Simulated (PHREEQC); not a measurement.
# Ultrapure water in contact with air or piping: an equilibrium model

Synthetic water in mmol/kgw, 25 °C, pH 6.25, pe 11.8: Na 0.0014; K 5.36e-06; Ca 0.000273; Mg 1.61e-05; Cl 0.000956; S(6) 0.00025; Alkalinity (meq/kgw) 0.000548; Br 3.35e-06.

Valence states are taken as typed.

The numbers come from PHREEQC with the ion-association model, phreeqc.dat.

```yaml
ionic_strength: 3.10e-6 mol/kgw
charge_balance_error: -0.5 %
```

| species | molality | activity | log γ |
|---|---|---|---|
| Na+ | 1.40e-6 | 1.40e-6 | -0.001 |
| CO2 | 1.38e-6 | 1.38e-6 | 0.000 |
| HCO3- | 1.09e-6 | 1.09e-6 | -0.001 |
| Cl- | 9.56e-7 | 9.54e-7 | -0.001 |
| H+ | 5.63e-7 | 5.62e-7 | -0.001 |
| Ca+2 | 2.73e-7 | 2.71e-7 | -0.004 |

Precipitation was switched off in this run.
